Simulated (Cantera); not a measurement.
# Stirred combustor or abatement burner

A perfectly stirred reactor is fed with CH4 : CO : O2 : N2 : CO2 = 1 : 0.041 : 1.35 : 13.5 : 0.15 (molar parts), equivalence ratio 1.5, at 500000 Pa; it is adiabatic with a 723 K inlet, and is followed from long to short residence time, starting on the burning branch (τ in s: 0.25, 0.081, 0.026, 0.0084, 0.0027, 0.00087, 0.00028, 9e-05, 2.9e-05, 9.3e-06).

Model: GRI-Mech 3.0 (53 species, 325 reactions), integrated in Cantera.

```tsv
τ (s)	T (K)	x CH4	x CO	x O2	x O	x CO2	x NO2
0.25	1545	0.00700	0.0264	0.00142	4.42e-8	0.0349	2.20e-11
0.081	1527	0.00743	0.0282	0.00292	1.33e-7	0.0327	4.80e-11
0.026	1486	0.00850	0.0309	0.00637	4.00e-7	0.0289	1.11e-10
0.0084	723	0.0623	0.00256	0.0842	<1e-12	0.00935	<1e-12
0.0027	723	0.0623	0.00256	0.0842	<1e-12	0.00935	<1e-12
0.00087	723	0.0623	0.00256	0.0842	<1e-12	0.00935	<1e-12
0.00028	723	0.0623	0.00256	0.0842	<1e-12	0.00935	<1e-12
9.0e-5	723	0.0623	0.00256	0.0842	<1e-12	0.00935	<1e-12
2.9e-5	723	0.0623	0.00256	0.0842	<1e-12	0.00935	<1e-12
9.3e-6	723	0.0623	0.00256	0.0842	<1e-12	0.00935	<1e-12
```
x: mole fraction; the columns are a selection and need not sum to one.
